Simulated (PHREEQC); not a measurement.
A solution holds 0.075 mol/kgw CuSO4 and 0.012 mol/kgw NaCl, at 50 °C. Closed to the air; pH follows from the charge balance.

Equilibrium calculation in PHREEQC: ion-association model, phreeqc.dat.

This is a speciation only: nothing precipitates in the calculation.

Problem. What pH, ionic strength does the model give?

Solution. pH 4.31; ionic strength 0.170 mol/kgw.

Problem. In which forms is Na present?

Solution. Na+ 94 %, NaSO4- 6.3 % of the Na.

At this temperature some constants are extrapolated from 25 °C, and those without enthalpy data are left unchanged.
